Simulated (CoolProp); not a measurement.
Carbon monoxide along the isobar 395 kPa: density (kg/m³) from the reference equation and from simpler models built on Tc = 132.9 K, pc = 3498 kPa, ω = 0.050; each cubic takes its own stable root.

Computed with CoolProp (reference Helmholtz-energy equation of state, Lemmon 2006). It is a short technical equation, of lower accuracy than the large ones.

```csv
T (K),phase,reference
109.9,gas,13.01
117.1,gas,12.05
124.4,gas,11.23
131.7,gas,10.52
138.9,gas,9.915
146.2,gas,9.372
153.4,gas,8.895
160.7,gas,8.462
168,gas,8.071
175.2,gas,7.720
182.5,gas,7.396
189.8,gas,7.099
197,gas,6.829
```

Task: How far does each simpler model (ideal gas, Redlich-Kwong, Soave-Redlich-Kwong, Peng-Robinson) lie from the reference over these 13 states: mean and median of the absolute difference, and the worst?

Result: 
- ideal gas: mean 3.0 %, median 2.5 %, worst -6.9 % at 109.9 K and 395 kPa
- Redlich-Kwong: mean 0.1 %, median 0.1 %, worst +0.1 % at 124.4 K and 395 kPa
- Soave-Redlich-Kwong: mean 0.1 %, median 0.1 %, worst +0.1 % at 117.1 K and 395 kPa
- Peng-Robinson: mean 0.4 %, median 0.4 %, worst +0.6 % at 117.1 K and 395 kPa
